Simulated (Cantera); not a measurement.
A Cantera script and what it prints.

```python
import numpy as np
import cantera as ct

gas_names = """
    CL CL2 H HCL H2 N NH NH2 NH3 N2 N2H2 N2H4 Si SiCL SiCL2 SiCL3 SiCL4 SiH SiHCL3 SiH2 SiH2CL2 SiH3
    SiH3CL SiH4 SiN Si2 Si2N Si3
""".split()
cond_names = """
    NH4CL(a) NH4CL(b) Si(cr) Si(L) Si3N4(a)
""".split()


def load(file, names, dense=False):
    # The tables refer to 1 bar. Condensed volumes are neglected.
    table = {s.name: s for s in ct.Species.list_from_file(file)}
    out = []
    for n in names:
        d = dict(table[n].input_data)
        d["thermo"] = dict(d["thermo"], **{"reference-pressure": 1e5})
        if dense:
            d["equation-of-state"] = {"model": "constant-volume", "density": "1e6 g/cm^3"}
        out.append(ct.Species.from_dict(d))
    return out


gas = ct.Solution(thermo="ideal-gas", species=load("nasa_gas.yaml", gas_names))
cond = {s.name: ct.Solution(thermo="fixed-stoichiometry", species=[s], name=s.name)
        for s in load("nasa_condensed.yaml", cond_names, dense=True)}
atoms = {
    'SiH4': {'Si': 1, 'H': 4},
    'Cl2': {'CL': 2},
    'N2': {'N': 2},
}
top_T = {'Si3N4(a)': 2400}  # K; cautious upper limits of use, not melting points


def equilibrate(T, P, feed):
    n = {}
    for name, mol in feed.items():
        for a, k in atoms[name].items():
            n[a] = n.get(a, 0.0) + k * mol
    gas.TPX = T, P, n
    mass = sum(n.values()) * gas.mean_molecular_weight
    gas.equilibrate("TP")
    valid = [c for c in cond.values() if c.min_temp <= T <= top_T.get(c.name, c.max_temp)]
    mix = ct.Mixture([(gas, mass / gas.mean_molecular_weight)] + [(c, 0.0) for c in valid])
    mix.T, mix.P = T, P
    mix.equilibrate("TP", solver="vcs", rtol=1e-11, max_steps=5000)
    return mix


results = []
feed = {'SiH4': 1, 'Cl2': 0.64, 'N2': 3.6}  # mol
T = 1423.15  # K
P = 5500  # Pa
mix = equilibrate(T, P, feed)
results.append((T, P, feed, dict(zip(mix.species_names, mix.species_moles))))
x = sorted(zip(gas.X, gas.species_names), reverse=True)
print(f"T = {T:g} K  P = {P:g} Pa  gas = {mix.phase_moles(0):.4g} mol")
print("   x: " + "  ".join(f"{s} {v:.3e}" for v, s in x if v > 1e-06))
print("   condensed (mol): " + ("  ".join(f"{mix.phase(i).name} {mix.phase_moles(i):.4g}"
      for i in range(1, mix.n_phases) if mix.phase_moles(i) > 1e-12) or "none"))
```

It prints:

```
T = 1423.15 K  P = 5500 Pa  gas = 5.58 mol
   x: N2 5.294e-01  H2 2.517e-01  HCL 2.132e-01  SiCL2 2.599e-03  SiCL4 1.800e-03  SiCL3 1.088e-03  SiHCL3 1.651e-04  H 1.424e-05  CL 9.880e-06  SiH2CL2 2.309e-06
   condensed (mol): Si3N4(a) 0.3228
```

These are equilibrium values from Cantera (NASA tables, ideal gas, pure condensed phases), not measurements of a reactor. N2 is the only nitrogen source here; it is nearly inert below about 1500 K, so the nitride shown seldom forms there in practice. The tables' values for SiCl3 are old estimates; treat these amounts as uncertain.
